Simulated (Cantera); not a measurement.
A perfectly stirred reactor is fed with CH4 : H2 = 1 : 8.3 (molar parts), at 100.0 Torr; it is held at 1650 K, and followed from long to short residence time.

Model: GRI-Mech 3.0 (53 species, 325 reactions), integrated in Cantera. GRI-Mech 3.0 stops at C3 and has no aromatics, soot or wall deposition, so with more carbon than oxygen in the feed, carbon stays in small species such as C2H2 where larger ones or solid carbon would form.

Task: Predict: x(CH4) at τ = 23.0 s; x(H2) at τ = 23.0 s; x(C2H2) at τ = 23.0 s; x(C2H) at τ = 23.0 s; x(CH2) at τ = 23.0 s; x(CH4) at τ = 0.310 s; x(H2) at τ = 0.310 s; x(C2H2) at τ = 0.310 s; x(C2H) at τ = 0.310 s; x(CH2) at τ = 0.310 s.

Result: 
```
Property                 Result
----------------------  -------
x(CH4) at τ = 23.0 s     0.0113
x(H2) at τ = 23.0 s       0.945
x(C2H2) at τ = 23.0 s    0.0430
x(C2H) at τ = 23.0 s    4.73e-8
x(CH2) at τ = 23.0 s    1.40e-8
x(CH4) at τ = 0.310 s    0.0656
x(H2) at τ = 0.310 s      0.915
x(C2H2) at τ = 0.310 s   0.0184
x(C2H) at τ = 0.310 s   1.78e-8
x(CH2) at τ = 0.310 s   5.89e-8
```
